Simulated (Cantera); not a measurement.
An isothermal, constant-pressure homogeneous reactor starts with H2 : O2 = 0.017 : 1 (molar parts), at 973 K and 0.0267 bar.

Detailed kinetics in Cantera: the H2/O2 subset of GRI-Mech 3.0, which has no nitrogen chemistry. Radical loss at walls, strong at low pressure, is not modelled.

x: mole fraction; the columns are a selection and need not sum to one.

```json
[
 {"t (s)": "0.000700", "x H2": "0.0167", "x O2": "0.983", "x O": "2.24e-10", "x HO2": "1.14e-10", "x H2O2": "<1e-12"},
 {"t (s)": "0.00229", "x H2": "0.0167", "x O2": "0.983", "x O": "1.41e-8", "x HO2": "1.03e-9", "x H2O2": "<1e-12"},
 {"t (s)": "0.00749", "x H2": "0.0129", "x O2": "0.981", "x O": "0.00194", "x HO2": "8.78e-6", "x H2O2": "1.85e-7"},
 {"t (s)": "0.0245", "x H2": "?", "x O2": "0.981", "x O": "0.00188", "x HO2": "?", "x H2O2": "?"},
 {"t (s)": "0.0801", "x H2": "8.21e-6", "x O2": "0.983", "x O": "0.000260", "x HO2": "1.42e-6", "x H2O2": "4.89e-8"},
 {"t (s)": "0.262", "x H2": "8.65e-7", "x O2": "0.983", "x O": "2.96e-5", "x HO2": "3.58e-7", "x H2O2": "2.87e-8"},
 {"t (s)": "0.857", "x H2": "8.51e-8", "x O2": "0.983", "x O": "3.69e-6", "x HO2": "7.06e-8", "x H2O2": "1.17e-8"},
 {"t (s)": "2.80", "x H2": "9.36e-9", "x O2": "0.983", "x O": "6.01e-7", "x HO2": "1.40e-8", "x H2O2": "3.69e-9"},
 {"t (s)": "9.17", "x H2": "1.50e-9", "x O2": "0.983", "x O": "1.26e-7", "x HO2": "3.22e-9", "x H2O2": "1.09e-9"},
 {"t (s)": "30.0", "x H2": "3.29e-10", "x O2": "0.983", "x O": "?", "x HO2": "8.57e-10", "x H2O2": "3.24e-10"}
]
```

Problem. Fill in the missing entries.

Solution. 
- 0.0245, x H2: 8.75e-5
- 0.0245, x HO2: 4.27e-6
- 0.0245, x H2O2: 7.85e-8
- 30.0, x O: 3.13e-8
